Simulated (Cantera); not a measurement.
A closed system holds: 1 mol Si₃N₄, 0.0057 mol H₂O, 2.2 mol N₂, at 0.0293 Torr.

Cantera equilibrium calculation (NASA polynomials, part measured and part estimated; ideal gas, pure solids and liquids). Candidate condensed phases: H₂O, Si, SiO₂, Si₂N₂O, Si₃N₄; 35 gas species. The tables' values for SiN are old estimates; treat these amounts as uncertain. Kinetics and transport are ignored. All values below are at 1600 K.

Base state: N₂ 0.995, Si 0.00250, SiO 0.00135, H₂ 0.00120, H 0.000301, Si₂N 2.25e-5, SiN 1.34e-5 (mole fractions); condensed: Si(s).

**Question.** What changes in the equilibrium state with this change: pressure from 0.0293 Torr to 4.73 Torr?

**Answer.** 
```tsv
species	before	after
N₂	0.995	0.997
H₂	0.00120	0.00256
SiO	0.00135	0.000484
Si	0.00250	2.03e-6
Si₂N	2.25e-5	3.06e-8
SiN	1.34e-5	1.39e-7
H	0.000301	3.47e-5
Si(s), mol	2.98	0
Si₂N₂O(s), mol	0	0.00463
Si₃N₄(s), mol	0	0.997
```
Mutual solubility and eutectic melting of coexisting phases are not modelled.
